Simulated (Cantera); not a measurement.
An isothermal, constant-pressure homogeneous reactor starts with 2.23 % CH₂O, 0.593 % O₂, 97.2 % N₂, at 1223 K and 5.00 bar.

Detailed kinetics in Cantera: GRI-Mech 3.0 (53 species, 325 reactions).

Task: Predict: x(H₂) at 8.00 s; x(CO₂) at 8.00 s.

Result: 
```
Item                                               Result
----------------  ---------------------------------------
x(H₂) at 8.00 s     0.0130 (gas-phase equilibrium 0.0153)
x(CO₂) at 8.00 s  0.00265 (gas-phase equilibrium 0.00502)
```
